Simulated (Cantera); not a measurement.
What does this Cantera script print?

```python
import numpy as np
import cantera as ct

gas_names = """
    B BH BH2 BH3 BN B2 H H2 N NH NH2 NH3 N2 N2H2 N2H4
""".split()
cond_names = """
    B(b) B(L) BN(s)
""".split()


# ... load() reads the species with a 1 bar reference pressure and builds the phases ...
atoms = {
    'borazine': {'B': 3, 'N': 3, 'H': 6},
    'NH3': {'N': 1, 'H': 3},
}
top_T = {'BN(s)': 3200}  # K; cautious upper limits of use, not melting points


# ... equilibrate(T, P, feed) seeds the gas with the atoms and calls Mixture.equilibrate('TP', solver="vcs", rtol=1e-11, max_steps=5000) ...
results = []
feed = {'borazine': 1, 'NH3': 29}  # mol
T = 1548  # K
P = 1600  # Pa
mix = equilibrate(T, P, feed)
results.append((T, P, feed, dict(zip(mix.species_names, mix.species_moles))))
print(gas.report(threshold=1e-06))
for i in range(1, mix.n_phases):
    print(f"{mix.phase(i).name:16s} {mix.phase_moles(i):12.5e} mol")
```

Output:

```
       temperature   1548 K
          pressure   1600 Pa
           density   0.0010187 kg/m^3
  mean mol. weight   8.195 kg/kmol
   phase of matter   gas

                          1 kg             1 kmol
                     ---------------   ---------------
          enthalpy        4.6914e+06        3.8446e+07  J
   internal energy        3.1209e+06        2.5575e+07  J
           entropy             28536        2.3385e+05  J/K
    Gibbs function       -3.9482e+07       -3.2355e+08  J
 heat capacity c_p            4040.3             33110  J/K
 heat capacity c_v            3025.7             24796  J/K

                      mass frac. Y      mole frac. X     chem. pot. / RT
                     ---------------   ---------------   ---------------
                 H         2.614e-05        0.00021252           -11.551
                H2           0.18748           0.76211           -23.102
                N2           0.81249           0.23768           -31.681
     [  +12 minor]        6.2592e-07        3.0816e-07

B(b)              0.00000e+00 mol
BN(s)             3.00000e+00 mol
```

Cantera equilibrium calculation (NASA polynomials, part measured and part estimated; ideal gas, pure solids and liquids). The feed counts by its element totals alone.
